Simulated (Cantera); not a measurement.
What does this Cantera script print?

```python
import numpy as np
import cantera as ct

gas_names = """
    CL CL2 H HCL H2 Si SiCL SiCL2 SiCL3 SiCL4 SiH SiHCL3 SiH2 SiH2CL2 SiH3 SiH3CL SiH4 Si2 Si3
""".split()
cond_names = """
    Si(cr) Si(L)
""".split()


# ... load() reads the species with a 1 bar reference pressure and builds the phases ...
atoms = {
    'SiHCl3': {'Si': 1, 'H': 1, 'CL': 3},
    'H2': {'H': 2},
}
top_T = {}  # K; cautious upper limits of use, not melting points


# ... equilibrate(T, P, feed) seeds the gas with the atoms and calls Mixture.equilibrate('TP', solver="vcs", rtol=1e-11, max_steps=5000) ...
results = []
feed = {'SiHCl3': 1, 'H2': 58}  # mol
T = 1723  # K
P = 3500  # Pa
mix = equilibrate(T, P, feed)
results.append((T, P, feed, dict(zip(mix.species_names, mix.species_moles))))
x = sorted(zip(gas.X, gas.species_names), reverse=True)
print(f"T = {T:g} K  P = {P:g} Pa  gas = {mix.phase_moles(0):.4g} mol")
print("   x: " + "  ".join(f"{s} {v:.3e}" for v, s in x if v > 1e-05))
print("   condensed (mol): " + ("  ".join(f"{mix.phase(i).name} {mix.phase_moles(i):.4g}"
      for i in range(1, mix.n_phases) if mix.phase_moles(i) > 1e-12) or "none"))
```

It prints:

```
T = 1723 K  P = 3500 Pa  gas = 60.03 mol
   x: H2 9.546e-01  HCL 3.887e-02  SiCL2 5.474e-03  H 9.524e-04  CL 3.004e-05  SiCL3 2.931e-05  SiCL 2.917e-05  Si 2.810e-05  SiH2 1.621e-05
   condensed (mol): Si(L) 0.6645
```

Cantera equilibrium calculation (NASA polynomials, part measured and part estimated; ideal gas, pure solids and liquids). The tables' values for SiCl3, SiCl are old estimates; treat these amounts as uncertain. Gases not in the tables: Si2H6 and higher silanes.
